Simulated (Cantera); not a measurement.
What does this Cantera script print?

```python
import numpy as np
import cantera as ct

gas_names = """
    H HO2 H2 H2O H2O2 O OH O2 O3 Si SiH SiH2 SiH3 SiH4 SiO SiO2 Si2 Si3
""".split()
cond_names = """
    H2O(s) H2O(L) Si(cr) Si(L) SiO2(Lqz) SiO2(hqz) SiO2(L)
""".split()


def load(file, names, dense=False):
    # The tables refer to 1 bar. Condensed volumes are neglected.
    table = {s.name: s for s in ct.Species.list_from_file(file)}
    out = []
    for n in names:
        d = dict(table[n].input_data)
        d["thermo"] = dict(d["thermo"], **{"reference-pressure": 1e5})
        if dense:
            d["equation-of-state"] = {"model": "constant-volume", "density": "1e6 g/cm^3"}
        out.append(ct.Species.from_dict(d))
    return out


gas = ct.Solution(thermo="ideal-gas", species=load("nasa_gas.yaml", gas_names))
cond = {s.name: ct.Solution(thermo="fixed-stoichiometry", species=[s], name=s.name)
        for s in load("nasa_condensed.yaml", cond_names, dense=True)}
atoms = {
    'Si2H6': {'Si': 2, 'H': 6},
    'O2': {'O': 2},
}
top_T = {}  # K; cautious upper limits of use, not melting points


def equilibrate(T, P, feed):
    n = {}
    for name, mol in feed.items():
        for a, k in atoms[name].items():
            n[a] = n.get(a, 0.0) + k * mol
    gas.TPX = T, P, n
    mass = sum(n.values()) * gas.mean_molecular_weight
    gas.equilibrate("TP")
    valid = [c for c in cond.values() if c.min_temp <= T <= top_T.get(c.name, c.max_temp)]
    mix = ct.Mixture([(gas, mass / gas.mean_molecular_weight)] + [(c, 0.0) for c in valid])
    mix.T, mix.P = T, P
    mix.equilibrate("TP", solver="vcs", rtol=1e-11, max_steps=5000)
    return mix


results = []
feed = {'Si2H6': 1, 'O2': 0.079}  # mol
T = 1798.15  # K
P = 13332.2  # Pa
mix = equilibrate(T, P, feed)
results.append((T, P, feed, dict(zip(mix.species_names, mix.species_moles))))
x = sorted(zip(gas.X, gas.species_names), reverse=True)
print(f"T = {T:g} K  P = {P:g} Pa  gas = {mix.phase_moles(0):.4g} mol")
print("   x: " + "  ".join(f"{s} {v:.3e}" for v, s in x if v > 0.0001))
print("   condensed (mol): " + ("  ".join(f"{mix.phase(i).name} {mix.phase_moles(i):.4g}"
      for i in range(1, mix.n_phases) if mix.phase_moles(i) > 1e-12) or "none"))
```

Result:

```
T = 1798.15 K  P = 13332.2 Pa  gas = 3.16 mol
   x: H2 9.490e-01  SiO 5.000e-02  H 9.405e-04
   condensed (mol): Si(L) 1.842
```

These are equilibrium values from Cantera (NASA tables, ideal gas, pure condensed phases), not measurements of a reactor. The feed counts by its element totals alone. Gases not in the tables: Si2H6 and higher silanes.
